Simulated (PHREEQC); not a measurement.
1 kg of water holding 0.046 mol K2CO3, 0.013 mol KHCO3 and 0.014 mol KCl is evaporated at 5 °C; the solids stay in contact with the brine. The system is closed to CO2. Solids allowed: Kalicinite, Sylvite. Others were left out.

The series has 24 steps of water left (kg), from 1 to 0.011.

The numbers come from PHREEQC with the Pitzer model, pitzer.dat.

Task: Which solids form, in which order, and at which step of the series does each first stand?

Result: Sylvite from water left = 0.011 kg (pH 11.14).

Species that the database lacks are ignored. Constants without temperature data keep their 25 °C values here.
